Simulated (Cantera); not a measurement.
An isothermal, constant-pressure homogeneous reactor starts with CO : O₂ : H₂O : N₂ = 0.0012 : 0.002 : 0.0052 : 1 (molar parts), equivalence ratio 0.30, at 1400 K and 10.0 bar. Integrator tolerance rtol = 1e-08.

Computed with Cantera and GRI-Mech 3.0 (53 species, 325 reactions).

Task: What does this change do: temperature 1400 to 923 K?

Result: 
| quantity | before | after |
|---|---|---|
| x(CO) at 9.00 s | 9.97e-9 (gas-phase equilibrium 1.01e-8) | 0.00102 (gas-phase equilibrium <1e-12) |
| x(O₂) at 9.00 s | 0.00139 (gas-phase equilibrium 0.00136) | 0.00190 (gas-phase equilibrium 0.00139) |
| x(H₂O) at 9.00 s | 0.00516 (gas-phase equilibrium 0.00516) | 0.00516 (gas-phase equilibrium 0.00516) |
| x(OH) at 9.00 s | 1.12e-6 (gas-phase equilibrium 1.12e-6) | 5.23e-10 (gas-phase equilibrium 8.23e-10) |
| x(H₂O₂) at 9.00 s | 6.80e-11 (gas-phase equilibrium 6.72e-11) | 2.57e-8 (gas-phase equilibrium <1e-12) |
